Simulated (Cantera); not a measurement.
Feed: 1 mol V2O3, 470 mol H2, 0.87 mol H2O, at 725 °C and 0.653 Torr.

Cantera equilibrium calculation (NASA polynomials, part measured and part estimated; ideal gas, pure solids and liquids). Candidate condensed phases: H2O, V, VO, V2O3, V2O4, V2O5; 12 gas species. Condensed phases not in the tables: the oxides between V2O3 and V2O5 other than VO2. Equilibrium is a limit: real reactors are often held back by kinetics, nucleation or transport.

Base state: H2 0.998, H2O 0.00185 (mole fractions); condensed: V2O3(s).

### Question
What changes in the equilibrium state with this change: temperature from 725 °C to 1675 °C?

### Answer
| species | before | after |
|---|---|---|
| H2 | 0.998 | 0.957 |
| H | 7.29e-8 | 0.0375 |
| H2O | 0.00185 | 0.00310 |
| VO | <1e-9 | 0.000979 |
| VO2 | <1e-9 | 0.000872 |
| V | <1e-9 | 9.55e-5 |
| V2O3(s), mol | 1.00 | 0 |
| VO(s), mol | 0 | 1.06 |
VO: taken at fixed stoichiometry.

### Question
What changes in the equilibrium state with this change: temperature from 725 °C to 1250 °C?

### Answer
| species | before | after |
|---|---|---|
| H2 | 0.998 | 0.995 |
| H2O | 0.00185 | 0.00397 |
| H | 7.29e-8 | 0.000783 |
| V2O3(s), mol | 1.00 | 0 |
| VO(s), mol | 0 | 2.00 |
VO: taken at fixed stoichiometry.
